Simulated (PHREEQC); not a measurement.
Consider water at 20 °C with 0.0092 mol/kgw Pb(NO3)2. Closed to the air; pH follows from the charge balance.

Model: ion-association model, phreeqc.dat, run in PHREEQC.

This is a speciation only: nothing precipitates in the calculation.

### Question
Predict the pH, ionic strength.

### Answer
pH 4.97; ionic strength 0.0254 mol/kgw.

### Question
In which forms is N present?

### Answer
NO3- 94 %, PbNO3+ 6.1 % of the N.

Species that the database lacks are ignored.
